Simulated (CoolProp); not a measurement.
Hexamethyldisiloxane (MM) at 446.62 K and 0.407 MPa is compressed adiabatically to 1.48 MPa with isentropic efficiency 0.6. Each further row changes one setting.

Computed with CoolProp (reference Helmholtz-energy equation of state, Thol 2016).

```csv
case,work (kJ/kg),final phase,final density (kg/m³)
as stated,(withheld),"two-phase, vapour fraction 0.521",169
efficiency 1,19.6,(withheld),(withheld)
efficiency 0.65,30.2,(withheld),175
```

### Question
What belongs in the gaps?

### Answer

- as stated, work (kJ/kg): 32.7
- efficiency 1, final phase: two-phase, vapour fraction 0.364
- efficiency 1, final density (kg/m³): 207
- efficiency 0.65, final phase: two-phase, vapour fraction 0.491
